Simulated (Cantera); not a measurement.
A freely propagating, adiabatic, planar premixed flame of CH4 : O2 : N2 = 1 : 1.82 : 6.84 (molar parts), equivalence ratio 1.1, unburnt at 325 K and 1350 Torr; mixture-averaged transport, grid criteria slope 0.08 and curve 0.16, no radiation.

Detailed kinetics in Cantera: GRI-Mech 3.0 (53 species, 325 reactions). Burning velocities carry a grid error of a few per cent, more on coarse grids.

Task: What does this change do: O2 1.82 to 2.3 parts?

Result: 
```json
[
 {"quantity": "laminar burning velocity", "before": "35.5 cm/s", "after": "48.8 cm/s"},
 {"quantity": "thermal thickness", "before": "0.278 mm", "after": "0.217 mm"},
 {"quantity": "peak x(HO2)", "before": "0.000156", "after": "0.000260"},
 {"quantity": "peak x(OH)", "before": "0.00632", "after": "0.0104"},
 {"quantity": "peak x(CH3)", "before": "0.00228", "after": "0.00206"}
]
```
